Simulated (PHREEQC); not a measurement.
Solution (32 °C): 0.66 mol/kgw HF, 0.00045 mol/kgw NaF and 7e-07 mol/kgw H4SiO4. Closed to the air; pH follows from the charge balance.

Equilibrium calculation in PHREEQC: ion-association model, wateq4f.dat.

```json
[
 {"quantity": "pH", "before": "1.72", "after": "7.01"},
 {"quantity": "ionic strength (mol/kgw)", "before": "0.0223", "after": "0.000450"},
 {"quantity": "HF (mol/kgw)", "before": "0.288", "after": "7.37e-8"},
 {"quantity": "HF2- (mol/kgw)", "before": "0.0120", "after": "1.34e-10"},
 {"quantity": "F- (mol/kgw)", "before": "0.0103", "after": "0.000450"},
 {"quantity": "SI of Quartz (SiO2)", "before": "-13.25", "after": "-2.28"}
]
```

Q: What was changed between the two runs?
A) NaF left out
B) temperature from 32 to 20 °C
C) H4SiO4 from 7e-07 to 7.7e-07 mol/kgw
D) diluted 5-fold with water
E) HF left out

A: E, HF left out

No solid was allowed to form. wateq4f.dat counts part of the HF as a dimer, H2F2, which phreeqc.dat doesn't know; its constant is uncertain. SiF6-2 is the database's only silicon fluoride.
